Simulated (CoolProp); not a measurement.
A simple Rankine cycle with cyclopentane: condensing at 312.15 K, boiler at 1 MPa, turbine inlet 419.7 K, turbine efficiency 0.85, pump efficiency 0.7, no recuperator. Each further row changes one setting.

Values from CoolProp's reference Helmholtz-energy equation of state, Gedanitz 2015.

```tsv
case	thermal efficiency (%)	net work (kJ/kg)	heat in (kJ/kg)	turbine exit temperature (K)	volume ratio over the turbine
as stated	17.0	…	535	346.8	13.7
turbine inlet 439.7 K	17.0	97.5	575	369.1	13.5
condensing temperature 304.15 K	…	100	550	339.6	18.0
boiler pressure 0.7 MPa	…	…	545	359.3	9.29
turbine efficiency 0.75	…	80.0	535	…	…
```

### Question
Some entries are withheld; supply them.

### Answer

- as stated, net work (kJ/kg): 90.9
- condensing temperature 304.15 K, thermal efficiency (%): 18.3
- boiler pressure 0.7 MPa, thermal efficiency (%): 15.1
- boiler pressure 0.7 MPa, net work (kJ/kg): 82.4
- turbine efficiency 0.75, thermal efficiency (%): 15.0
- turbine efficiency 0.75, turbine exit temperature (K): 354.2
- turbine efficiency 0.75, volume ratio over the turbine: 14.0
